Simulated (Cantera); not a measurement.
Feed: 1 mol H2O, 0.17 mol O2, a varied amount of N2, held at 3200 K and 13.0 bar.

These are equilibrium values from Cantera (NASA tables, ideal gas, pure condensed phases), not measurements of a reactor. Candidate condensed phases: H2O; 24 gas species. Rates play no part.

Task: At 3.8 mol N2, list the 6 most abundant gas species with their mole fractions, and the condensed phases.

Result: N2 0.730, H2O 0.151, OH 0.0302, O2 0.0250, H2 0.0224, NO 0.0199. Condensed: gas only.
